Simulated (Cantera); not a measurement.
**Tantalum, niobium, vanadium and zirconium in process gases: Zr + NH3 + H2**

Feed: 1 mol Zr, 0.23 mol NH3, 29 mol H2, equilibrated at 1.00 bar.

Cantera equilibrium calculation (NASA polynomials, part measured and part estimated; ideal gas, pure solids and liquids). Candidate condensed phases: Zr, ZrN; 11 gas species. Mutual solubility and eutectic melting of coexisting phases are not modelled. ZrN: taken at fixed stoichiometry. Condensed phases not in the tables: N, O or C dissolved in the metal. Kinetics and transport are ignored.

At 2100 K the condensed part is Zr(β) + ZrN(s). From 2125 K to 2425 K the condensed part is Zr(l) + ZrN(s). The main Zr-bearing gas is Zr throughout.

```csv
T (K),x H2,x H,x Zr,x N2,n Zr(β),n ZrN(s),n Zr(l)
2100,0.997,0.00311,1.37e-8,2.39e-9,0.770,0.230,0
2125,0.996,0.00362,2.06e-8,3.86e-9,0,0.230,0.770
2150,0.996,0.00421,3.02e-8,6.34e-9,0,0.230,0.770
2175,0.995,0.00487,4.38e-8,1.03e-8,0,0.230,0.770
2200,0.994,0.00562,6.30e-8,1.65e-8,0,0.230,0.770
2225,0.994,0.00646,9.00e-8,2.63e-8,0,0.230,0.770
2250,0.993,0.00740,1.27e-7,4.13e-8,0,0.230,0.770
2275,0.992,0.00845,1.79e-7,6.43e-8,0,0.230,0.770
2300,0.990,0.00963,2.49e-7,9.91e-8,0,0.230,0.770
2325,0.989,0.0109,3.45e-7,1.51e-7,0,0.230,0.770
2350,0.988,0.0124,4.74e-7,2.29e-7,0,0.230,0.770
2375,0.986,0.0140,6.47e-7,3.44e-7,0,0.230,0.770
2400,0.984,0.0158,8.78e-7,5.11e-7,0,0.230,0.770
2425,0.982,0.0177,1.18e-6,7.54e-7,0,0.230,0.770
```
x: gas mole fraction; n: condensed amount in mol.
